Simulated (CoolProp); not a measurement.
Saturation properties of cis-2-butene.

Computed with CoolProp (reference Helmholtz-energy equation of state, Lemmon 2005). It is a short technical equation, of lower accuracy than the large ones.

```json
[
 {"T (°C)": "-61.45", "p (MPa)": "0.003347", "vapour density (kg/m³)": "0.1071", "surface tension (mN/m)": "25.8"},
 {"T (°C)": "-58.65", "p (MPa)": "0.004077", "vapour density (kg/m³)": "0.1288", "surface tension (mN/m)": "25.4"},
 {"T (°C)": "-55.95", "p (MPa)": "0.004903", "vapour density (kg/m³)": "0.1531", "surface tension (mN/m)": "25.0"},
 {"T (°C)": "-53.15", "p (MPa)": "0.005904", "vapour density (kg/m³)": "0.1821", "surface tension (mN/m)": "24.6"},
 {"T (°C)": "-50.45", "p (MPa)": "0.007025", "vapour density (kg/m³)": "0.2143", "surface tension (mN/m)": "24.2"},
 {"T (°C)": "-47.65", "p (MPa)": "0.008370", "vapour density (kg/m³)": "0.2523", "surface tension (mN/m)": "23.8"},
 {"T (°C)": "-44.85", "p (MPa)": "0.009923", "vapour density (kg/m³)": "0.2957", "surface tension (mN/m)": "23.4"},
 {"T (°C)": "-42.15", "p (MPa)": "0.01164", "vapour density (kg/m³)": "0.3432", "surface tension (mN/m)": "23.0"},
 {"T (°C)": "-39.35", "p (MPa)": "0.01367", "vapour density (kg/m³)": "0.3987", "surface tension (mN/m)": "22.6"},
 {"T (°C)": "-36.65", "p (MPa)": "0.01590", "vapour density (kg/m³)": "0.4588", "surface tension (mN/m)": "22.3"},
 {"T (°C)": "-33.85", "p (MPa)": "0.01851", "vapour density (kg/m³)": "0.5287", "surface tension (mN/m)": "21.9"}
]
```

It boils at 3.7 °C under 1 atm.

Surface tension comes from a separate correlation (Mulero 2014).
